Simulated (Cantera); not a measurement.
Cantera run, input and output.

```python
import numpy as np
import cantera as ct

gas = ct.Solution("h2o2.yaml")
gas.TPX = 450, 660000, {'H2': 1, 'O2': 0.278, 'N2': 1.04}
flame = ct.FreeFlame(gas, width=0.011)
flame.set_refine_criteria(ratio=3, slope=0.08, curve=0.16)
flame.transport_model = "mixture-averaged"
flame.solve(loglevel=0, auto=True)
z, T = flame.grid, flame.T
thick = (T[-1] - T[0]) / np.gradient(T, z).max()
show = ['H2', 'O2', 'O', 'H', 'HO2', 'OH']
print(f"laminar burning velocity  {flame.velocity[0] * 100:.3f} cm/s")
print(f"burnt temperature         {T[-1]:.1f} K")
print(f"thermal thickness         {thick * 1e3:.4f} mm")
print(f"grid points               {len(z)}")
z0 = z[flame.heat_release_rate.argmax()]
print(f"{'z/mm':>9s}{'T/K':>9s}{'u/(m/s)':>9s}" + "".join(f"{s:>11s}" for s in show))
rows = []
for k in (-3, -2, -1.5, -1, -0.5, -0.25, 0, 0.25, 0.5, 1, 2, 4, 8):
    zz = z0 + k * thick
    rows.append([k * thick, np.interp(zz, z, T), np.interp(zz, z, flame.velocity),
                 *(np.interp(zz, z, flame.X[gas.species_index(s)]) for s in show)])
    print(f"{rows[-1][0] * 1e3:9.3f}{rows[-1][1]:9.1f}{rows[-1][2]:9.3f}" + "".join(f"{x:11.3e}" for x in rows[-1][3:]))
```

It prints:

```
laminar burning velocity  548.165 cm/s
burnt temperature         2271.7 K
thermal thickness         0.0354 mm
grid points               112
     z/mm      T/K  u/(m/s)         H2         O2          O          H        HO2         OH
   -0.106    450.0    5.482  4.314e-01  1.199e-01  4.296e-12  6.760e-15  3.908e-11  4.714e-14
   -0.071    450.0    5.482  4.314e-01  1.199e-01  3.321e-10  5.268e-13  4.648e-09  3.675e-12
   -0.053    450.1    5.482  4.313e-01  1.200e-01  2.495e-09  4.157e-12  4.366e-08  2.926e-11
   -0.035    451.9    5.495  4.302e-01  1.202e-01  6.493e-08  4.185e-10  2.212e-06  3.427e-09
   -0.018    527.6    6.272  4.143e-01  1.219e-01  9.059e-06  3.089e-05  5.674e-04  4.694e-05
   -0.009    862.3    9.883  3.725e-01  1.128e-01  2.318e-04  2.943e-03  1.004e-03  1.031e-03
    0.000   1296.6   14.478  3.076e-01  8.316e-02  1.403e-03  1.674e-02  4.457e-04  1.933e-03
    0.009   1604.4   17.744  2.462e-01  4.375e-02  2.357e-03  3.401e-02  2.042e-04  3.565e-03
    0.018   1774.3   19.541  2.113e-01  1.843e-02  1.947e-03  4.300e-02  8.200e-05  4.605e-03
    0.035   1922.4   21.053  1.941e-01  3.200e-03  1.023e-03  4.234e-02  1.357e-05  5.067e-03
    0.071   2035.8   22.145  1.968e-01  4.398e-04  5.422e-04  3.193e-02  2.147e-06  4.538e-03
    0.142   2126.3   22.984  2.027e-01  1.559e-04  2.533e-04  2.101e-02  8.687e-07  3.429e-03
    0.283   2191.3   23.572  2.071e-01  6.000e-05  9.743e-05  1.268e-02  3.413e-07  2.269e-03
```

Detailed kinetics in Cantera: the H2/O2 subset of GRI-Mech 3.0, which has no nitrogen chemistry. The hydrogen kinetics of GRI-Mech 3.0 are dated; newer H2 mechanisms differ, most at raised pressure. Burning velocities carry a grid error of a few per cent, more on coarse grids.
